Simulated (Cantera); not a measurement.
**Ignition delay**

Mixture: CO : H2 : O2 : N2 = 1 : 0.033 : 0.397 : 1.49 (molar parts), equivalence ratio 1.3, at 0.790 bar, adiabatic and at constant pressure. Ignition delay is the time to a rise of 400 K.

Computed with Cantera and GRI-Mech 3.0 (53 species, 325 reactions). Where the delays flatten at high temperature, the 400 K rule measures the pace of heat release, not the induction time.

```
T0 (K)  delay (ms)
------  ----------
1300         0.181
1375         0.159
1450         0.146
1525         0.140
1600         0.139
1675         0.141
1750         0.145
1825         0.151
```
